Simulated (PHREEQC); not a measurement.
Make-up at 25 °C: 0.0061 mol/kgw HCl, 0.00042 mol/kgw Al2(SO4)3 and 0.012 mol/kgw MgSO4. Closed to the air; pH follows from the charge balance.

Computed with PHREEQC (ion-association model, phreeqc.dat).

No solid was allowed to form.

Estimate the pH, ionic strength.

pH 2.41; ionic strength 0.0385 mol/kgw.

In which forms is Mg present?

Mg+2 70 %, MgSO4 30 % of the Mg.

Complexes and solids missing from the database can't appear.
